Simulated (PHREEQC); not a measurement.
Synthetic water in mmol/kgw, 25 °C, pH 2.83, pe 9.2: Na 26.7; K 1.31; Ca 20.7; Mg 2.52; Cl 27.2; S(6) 24.7; Br 0.0219; Al 1.13; Zn 0.0187.

Valence states are taken as typed.

Computed with PHREEQC (ion-association model, phreeqc.dat).

Precipitation was switched off in this run.

Problem. Order these Zn species by the share of Zn that they hold, largest first: ZnCl+, ZnSO4, Zn+2, Zn(SO4)2-2.

Solution. Zn+2 (63 %), ZnSO4 (32 %), Zn(SO4)2-2 (3.9 %), ZnCl+ (1.8 %)

The pH is 2.83 and the ionic strength 0.0931 mol/kgw. Examples of supersaturated solids here: Gypsum. Others may be too.
